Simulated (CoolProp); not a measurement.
Computed with CoolProp (reference Helmholtz-energy equation of state, Platzer 1990). This equation is an older, rougher fit; its heat capacities, sound speeds and derivatives of the liquid may be far off and weren't checked against measurements.

Give the vapour pressure (MPa), enthalpy of vaporisation (kJ/kg), liquid viscosity (µPa s) of saturated c-C4F8 (RC318) at 318.5, 342.4, 358.4 K.


```
T (K)  p (MPa)  enthalpy of vaporisation (kJ/kg)  liquid viscosity (µPa s)
-----  -------  --------------------------------  ------------------------
318.5    0.571                              94.3                       269
342.4     1.05                              80.0                       189
358.4     1.51                              67.5                       145
```

Viscosity comes from a separate model (Huber 2003), an estimate that may be off by 10 % or more.
